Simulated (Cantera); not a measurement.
Input (Python, Cantera) and output of one run.

```python
import numpy as np
import cantera as ct

gas_names = [...]  # 113 gases of nasa_gas.yaml made of C, Cu, H, O
cond_names = """
    C(gr) C6H6(L) C7H8(L) C8H18(L),n-octa Cu(cr) Cu(L) CuO(s) CuO2H2(s) Cu2O(s) Cu2O(L) H2O(s) H2O(L)
""".split()


# ... load() reads the species with a 1 bar reference pressure and builds the phases ...
atoms = {
    'CuO': {'Cu': 1, 'O': 1},
    'CO': {'C': 1, 'O': 1},
    'H2': {'H': 2},
}
top_T = {'C(gr)': 4500, 'CuO(s)': 1390}  # K; cautious upper limits of use, not melting points


# ... equilibrate(T, P, feed) seeds the gas with the atoms and calls Mixture.equilibrate('TP', solver="vcs", rtol=1e-11, max_steps=5000) ...
results = []
feed = {'CuO': 1, 'CO': 2.4, 'H2': 1.9}  # mol
P = 78  # Pa
for T in [848, 948, 1048, 1148, 1248, 1348, 1448, 1548, 1648, 1748, 1848]:
    mix = equilibrate(T, P, feed)
    results.append((T, P, feed, dict(zip(mix.species_names, mix.species_moles))))

top = {s: max(r[3][s] / sum(r[3][g] for g in gas_names) for r in results) for s in gas_names}
cols = sorted((s for s in top if top[s] > 0.0001), key=lambda s: -top[s])[:8]
seen = [c for c in cond_names if any(r[3].get(c, 0) > 1e-12 for r in results)]
print("log10 of partial pressures in bar; condensed amounts in mol")
print(f"{'T/K':>10s}" + "".join(f"{s[:9]:>10s}" for s in cols + seen))
for T, P, feed, n in results:
    ng = sum(n[g] for g in gas_names)
    print(f"{T:10.4g}" + "".join(f"{np.log10(max(n[s] / ng * P / 1e5, 1e-99)):10.3f}" for s in cols)
          + "".join(f"{n.get(c, 0):10.4g}" for c in seen))
```

Output:

```
log10 of partial pressures in bar; condensed amounts in mol
       T/K        CO        H2        Cu       CO2       H2O         H        OH       Cu2    Cu(cr)     Cu(L)
       848    -3.525    -3.523   -13.934    -3.864    -4.351   -12.482   -16.567   -21.024         1         0
       948    -3.503    -3.546   -11.763    -3.917    -4.219   -11.054   -14.565   -17.930         1         0
      1048    -3.484    -3.568   -10.009    -3.970    -4.129    -9.896   -12.959   -15.436         1         0
      1148    -3.469    -3.587    -8.565    -4.020    -4.066    -8.938   -11.641   -13.386         1         0
      1248    -3.457    -3.603    -7.356    -4.066    -4.020    -8.132   -10.540   -11.672    0.9998         0
      1348    -3.447    -3.618    -6.329    -4.108    -3.986    -7.445    -9.606   -10.219    0.9974         0
      1448    -3.441    -3.631    -5.479    -4.147    -3.962    -6.851    -8.805    -9.038         0    0.9816
      1548    -3.443    -3.650    -4.745    -4.188    -3.949    -6.336    -8.112    -8.022         0    0.8984
      1648    -3.475    -3.696    -4.102    -4.255    -3.970    -5.898    -7.520    -7.135         0    0.5141
      1748    -3.515    -3.750    -3.834    -4.326    -4.002    -5.516    -7.002    -6.950         0         0
      1848    -3.513    -3.761    -3.835    -4.349    -3.994    -5.156    -6.522    -7.267         0         0
```

Equilibrium computed with Cantera from the NASA thermochemical tables; the gas is ideal and each condensed phase is pure.
